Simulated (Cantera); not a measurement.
Input: 1 mol HI, 2.8 mol H2O, 3.8 mol N2, held at 1298.15 K and 7.50 Torr.

These are equilibrium values from Cantera (NASA tables, ideal gas, pure condensed phases), not measurements of a reactor. Candidate condensed phases: H2O, I2; 27 gas species. Rates play no part.

Base state: N2 0.475, H2O 0.350, I 0.102, H2 0.0514, HI 0.0220, I2 0.000475 (mole fractions); condensed: gas only.

What changes in the equilibrium state with this change: temperature from 1298.15 K to 900 K?


| species | before | after |
|---|---|---|
| N2 | 0.475 | 0.495 |
| H2O | 0.350 | 0.365 |
| HI | 0.0220 | 0.0882 |
| I | 0.102 | 0.0206 |
| H2 | 0.0514 | 0.0210 |
| I2 | 0.000475 | 0.0107 |

What changes in the equilibrium state with this change: 0.78 mol O2 added?


```json
[
 {"species": "N2", "before": "0.475", "after": "0.441"},
 {"species": "H2O", "before": "0.350", "after": "0.383"},
 {"species": "I", "before": "0.102", "after": "0.115"},
 {"species": "O2", "before": "<1e-9", "after": "0.0614"},
 {"species": "H2", "before": "0.0514", "after": "1.30e-6"},
 {"species": "HI", "before": "0.0220", "after": "0.000124"},
 {"species": "NO", "before": "3.78e-9", "after": "0.000158"},
 {"species": "OH", "before": "2.14e-7", "after": "4.67e-5"},
 {"species": "I2", "before": "0.000475", "after": "0.000600"}
]
```

What changes in the equilibrium state with this change: pressure from 7.50 Torr to 3980 Torr?


```
species    before   after
-------  --------  ------
N2          0.475   0.494
H2O         0.350   0.364
HI         0.0220  0.0804
I           0.102  0.0233
H2         0.0514  0.0248
I2       0.000475  0.0132
```
